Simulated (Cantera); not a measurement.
A perfectly stirred reactor is fed with H2 : O2 = 0.046 : 1 (molar parts), equivalence ratio 0.023, at 20.0 Torr; it is held at 1473 K, and followed from long to short residence time.

Computed with Cantera and GRI-Mech 3.0 (53 species, 325 reactions). Radical loss at walls, strong at low pressure, is not modelled. The temperature is held fixed by assumption; the heat of reaction is taken as removed at once.

### Question
What does this change do: H2 0.046 to 0.21 parts?

### Answer
```csv
quantity,before,after
x(H2) at τ = 22.0 s,1.07e-5,4.20e-5
x(O2) at τ = 22.0 s,0.954,0.809
x(H2O) at τ = 22.0 s,0.0446,0.189
x(HO2) at τ = 22.0 s,1.88e-7,4.60e-7
x(OH) at τ = 22.0 s,0.000691,0.00134
x(H2) at τ = 76.0 ms,0.000339,0.00169
x(O2) at τ = 76.0 ms,0.940,0.793
x(H2O) at τ = 76.0 ms,0.0418,0.180
x(HO2) at τ = 76.0 ms,1.81e-6,5.93e-6
x(OH) at τ = 76.0 ms,0.00397,0.00863
```
